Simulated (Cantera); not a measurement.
Charge: 1 mol SiO₂, 4.6 mol HBr, 11 mol O₂, held at 1598 K and 0.130 bar.

These are equilibrium values from Cantera (NASA tables, ideal gas, pure condensed phases), not measurements of a reactor. Candidate condensed phases: Br₂, H₂O, Si, SiO₂; 28 gas species. The tables hold silica as quartz up to 1696 K and as liquid above; real silica turns to tridymite and cristobalite and melts near 1996 K. Gases not in the tables: Si(OH)₄. Rates play no part.

Base state: O₂ 0.614, Br 0.204, H₂O 0.125, HBr 0.0330, Br₂ 0.0228, OH 0.000424, O 3.08e-5 (mole fractions); condensed: SiO₂(β-quartz).

### Question
What changes in the equilibrium state with this change: temperature from 1598 K to 748 K?

### Answer
| species | before | after |
|---|---|---|
| O₂ | 0.614 | 0.682 |
| H₂O | 0.125 | 0.159 |
| Br₂ | 0.0228 | 0.159 |
| Br | 0.204 | 0.000121 |
| HBr | 0.0330 | 0.000241 |
| OH | 0.000424 | <1e-9 |
| O | 3.08e-5 | <1e-9 |
| SiO₂(β-quartz), mol | 1.00 | 0 |
| SiO₂(α-quartz), mol | 0 | 1.00 |
